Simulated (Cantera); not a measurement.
A Cantera script and its output.

```python
import numpy as np
import cantera as ct

gas = ct.Solution("h2o2.yaml")
gas.TPX = 1350, 100000, {'H2': 1.3, 'O2': 1, 'N2': 11}
reactor = ct.IdealGasConstPressureReactor(gas, energy="off", clone=False)
net = ct.ReactorNet([reactor])
net.rtol, net.atol = 1e-08, 1e-18
show = ['H2', 'O2', 'HO2', 'O', 'H2O', 'OH']
times = np.geomspace(0.0002, 3, 12)

steps = ct.SolutionArray(gas, extra=["t"])
rows = []
print(f"{'t/s':>10s}{'T/K':>9s}{'P/Pa':>11s}" + "".join(f"{s:>11s}" for s in show))
for t in times:
    while net.time < t:
        t_next = net.step()
        steps.append(gas.state, t=t_next)
    rows.append([np.interp(t, steps.t, y) for y in (steps.T, steps.P, *steps(*show).X.T)])
    print(f"{t:10.3e}{rows[-1][0]:9.1f}{rows[-1][1]:11.4g}" + "".join(f"{x:11.3e}" for x in rows[-1][2:]))
rate = np.gradient(steps.T, steps.t)
print("integrator steps:", len(steps.t))
if steps.T.max() > steps.T[0] + 200:
    print(f"time of steepest temperature rise: {steps.t[rate.argmax()]:.4e} s")
gas.TPX = 1350, 100000, {'H2': 1.3, 'O2': 1, 'N2': 11}
gas.equilibrate("TP")
print(f"equilibrium (TP): T = {gas.T:.1f} K  " + "  ".join(f"{s} {gas[s].X[0]:.3e}" for s in show))
```

Result:

```
       t/s      T/K       P/Pa         H2         O2        HO2          O        H2O         OH
 2.000e-04   1350.0      1e+05  2.922e-03  2.846e-02  1.545e-05  1.437e-03  9.741e-02  1.622e-03
 4.794e-04   1350.0      1e+05  5.275e-04  2.768e-02  8.709e-06  2.232e-04  1.018e-01  6.179e-04
 1.149e-03   1350.0      1e+05  8.323e-05  2.763e-02  2.528e-06  3.433e-05  1.025e-01  2.438e-04
 2.754e-03   1350.0      1e+05  1.512e-05  2.764e-02  5.911e-07  6.967e-06  1.027e-01  1.115e-04
 6.601e-03   1350.0      1e+05  3.600e-06  2.765e-02  1.602e-07  1.889e-06  1.027e-01  5.829e-05
 1.582e-02   1350.0      1e+05  1.108e-06  2.766e-02  5.362e-08  6.307e-07  1.027e-01  3.368e-05
 3.792e-02   1350.0      1e+05  4.158e-07  2.766e-02  2.341e-08  2.450e-07  1.028e-01  2.097e-05
 9.090e-02   1350.0      1e+05  1.958e-07  2.766e-02  1.499e-08  1.143e-07  1.028e-01  1.430e-05
 2.179e-01   1350.0      1e+05  1.346e-07  2.767e-02  1.327e-08  7.566e-08  1.028e-01  1.163e-05
 5.222e-01   1350.0      1e+05  1.270e-07  2.767e-02  1.311e-08  7.069e-08  1.028e-01  1.124e-05
 1.252e+00   1350.0      1e+05  1.269e-07  2.767e-02  1.311e-08  7.064e-08  1.028e-01  1.123e-05
 3.000e+00   1350.0      1e+05  1.269e-07  2.767e-02  1.311e-08  7.064e-08  1.028e-01  1.123e-05
integrator steps: 1722
equilibrium (TP): T = 1350.0 K  H2 1.269e-07  O2 2.767e-02  HO2 1.311e-08  O 7.064e-08  H2O 1.028e-01  OH 1.123e-05
```

Computed with Cantera and the H2/O2 subset of GRI-Mech 3.0, which has no nitrogen chemistry. The temperature is held fixed by assumption; the heat of reaction is taken as removed at once.
